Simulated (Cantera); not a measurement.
## Low-pressure radical oxidation in H2/O2

An isothermal, constant-pressure homogeneous reactor starts with 0.941 % H2, 99.1 % O2, at 925 K and 0.0380 bar.

Model: the H2/O2 subset of GRI-Mech 3.0, which has no nitrogen chemistry, integrated in Cantera. Radical loss at walls, strong at low pressure, is not modelled. Below about 950 K walls govern HO2 and H2O2 in real vessels.

```tsv
t (s)	x H2	x O2	x HO2	x H	x H2O2
0.000300	0.00941	0.991	9.06e-12	3.51e-12	<1e-12
0.000726	0.00941	0.991	2.37e-11	8.85e-12	<1e-12
0.00176	0.00941	0.991	8.02e-11	5.35e-11	<1e-12
0.00425	0.00941	0.991	2.19e-9	3.19e-9	<1e-12
0.0103	0.00892	0.990	9.43e-6	5.77e-5	4.28e-8
0.0249	0.000361	0.990	5.62e-6	4.46e-5	1.85e-7
0.0602	6.46e-5	0.990	1.65e-6	2.40e-6	6.38e-8
0.146	1.74e-5	0.991	6.12e-7	2.38e-7	3.37e-8
0.353	4.91e-6	0.991	2.22e-7	2.65e-8	1.92e-8
0.854	1.25e-6	0.991	7.20e-8	3.06e-9	9.89e-9
2.07	2.55e-7	0.991	2.09e-8	3.71e-10	4.33e-9
5.00	3.72e-8	0.991	5.90e-9	4.90e-11	1.65e-9
```
x: mole fraction; the columns are a selection and need not sum to one.

Equilibrium at this temperature and pressure: H2 <1e-12, O2 0.991, HO2 1.11e-10, H <1e-12, H2O2 1.83e-12 (gas phase only).
